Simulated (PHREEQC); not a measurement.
**Nickel, zinc or cadmium bath**

Consider water at 25 °C with 0.021 mol/kgw ZnSO4, 5.8e-05 mol/kgw H3BO3 and 0.16 mol/kgw HCl. Closed to the air; pH follows from the charge balance.

Equilibrium calculation in PHREEQC: ion-association model, phreeqc.dat.

Each row changes one thing in this solution. No solid was allowed to form.

| case | pH | ionic strength (mol/kgw) | Zn+2 (mol/kgw) | HSO4- (mol/kgw) | SO4-2 (mol/kgw) | ZnSO4 (mol/kgw) |
|---|---|---|---|---|---|---|
| as made | 0.94 | 0.202 | 0.0174 | 0.0160 | 0.00367 | 0.00123 |
| diluted 5-fold with water | 1.59 | 0.0426 | 0.00372 | 0.00229 | 0.00158 | 0.000320 |
| ZnSO4 from 0.021 to 0.0189 mol/kgw | 0.94 | 0.198 | 0.0157 | 0.0146 | 0.00328 | 0.00101 |
| H3BO3 from 5.8e-05 to 1.16e-05 mol/kgw | 0.94 | 0.202 | 0.0174 | 0.0160 | 0.00367 | 0.00123 |
| HCl left out | 5.68 | 0.0510 | 0.0127 | 1.37e-6 | 0.0120 | 0.00750 |
| H3BO3 left out | 0.94 | 0.202 | 0.0174 | 0.0160 | 0.00367 | 0.00123 |
| 0.086 mol/kgw HF added | 0.94 | 0.203 | 0.0173 | 0.0160 | 0.00366 | 0.00122 |
| temperature from 25 to 60 °C | 0.95 | 0.190 | 0.0135 | 0.0185 | 0.00192 | 0.000578 |

Away from 25 °C the constants follow the database's enthalpies or fits; those with neither stay at their 25 °C values. Real BF4- forms and hydrolyses slowly; the run takes it at equilibrium.
